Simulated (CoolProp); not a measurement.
500 sccm (0 °C, 1 atm) of nitrogen bubbles through liquid ethanol at 323.2 K and leaves saturated at a total pressure of 0.15 MPa (ideal gas phase). Each further row changes one setting.

Values from CoolProp's reference Helmholtz-energy equation of state, Schroeder 2014.

```tsv
case	vapour pressure (kPa)	mole fraction of vapour	delivery (mg/min)	delivery (sccm)	change of delivery for a bath 1 K warmer (%)
as stated	29.5	0.197	(withheld)	122	(withheld)
bath temperature 328.2 K	37.3	(withheld)	(withheld)	166	6.4
total pressure 0.3 MPa	29.5	(withheld)	(withheld)	54.5	(withheld)
```

### Question
What belongs in the gaps?

### Answer

- as stated, delivery (mg/min): 251
- as stated, change of delivery for a bath 1 K warmer (%): 6.2
- bath temperature 328.2 K, mole fraction of vapour: 0.249
- bath temperature 328.2 K, delivery (mg/min): 340
- total pressure 0.3 MPa, mole fraction of vapour: 0.0983
- total pressure 0.3 MPa, delivery (mg/min): 112
- total pressure 0.3 MPa, change of delivery for a bath 1 K warmer (%): 5.5
